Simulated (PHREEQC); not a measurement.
Dissolve 0.08 mol NH4HF2, 0.0012 mol (NH4)2SiF6, 0.18 mol H3BO3 and 0.00037 mol H2SO4 per kg of water at 25 °C. Closed to the air; pH follows from the charge balance.

Computed with PHREEQC (ion-association model, wateq4f.dat).

```yaml
pH: 4.90
ionic_strength: 0.0836 mol/kgw
total_alkalinity: -85.5 meq/kg
```

```json
[
 {"species": "H3BO3", "molality": "0.126", "activity": "0.128", "log γ": "0.008"},
 {"species": "NH4+", "molality": "0.0823", "activity": "0.0651", "log γ": "-0.102"},
 {"species": "BF2(OH)2-", "molality": "0.0345", "activity": "0.0262", "log γ": "-0.119"},
 {"species": "F-", "molality": "0.0252", "activity": "0.0195", "log γ": "-0.111"},
 {"species": "BF4-", "molality": "0.00933", "activity": "0.00709", "log γ": "-0.119"},
 {"species": "BF3OH-", "molality": "0.00931", "activity": "0.00707", "log γ": "-0.119"},
 {"species": "BF(OH)3-", "molality": "0.00131", "activity": "0.000994", "log γ": "-0.119"},
 {"species": "SiF6-2", "molality": "0.00101", "activity": "0.000403", "log γ": "-0.400"},
 {"species": "HF", "molality": "0.000360", "activity": "0.000367", "log γ": "0.008"},
 {"species": "SO4-2", "molality": "0.000261", "activity": "0.000103", "log γ": "-0.403"},
 {"species": "H4SiO4", "molality": "0.000187", "activity": "0.000191", "log γ": "0.008"},
 {"species": "NH4SO4-", "molality": "0.000109", "activity": "8.65e-5", "log γ": "-0.100"},
 {"species": "HF2-", "molality": "3.55e-5", "activity": "2.75e-5", "log γ": "-0.111"},
 {"species": "H+", "molality": "1.51e-5", "activity": "1.26e-5", "log γ": "-0.079"},
 {"species": "H2BO3-", "molality": "7.72e-6", "activity": "5.87e-6", "log γ": "-0.119"},
 {"species": "NH3", "molality": "2.96e-6", "activity": "2.96e-6", "log γ": "0.000"}
]
```

Precipitation was switched off in this run. The solution is supersaturated, for example in Quartz (slow to form), so a real one may precipitate; this is no full list. SiF6-2 is the database's only silicon fluoride. Real BF4- forms and hydrolyses slowly; the run takes it at equilibrium.
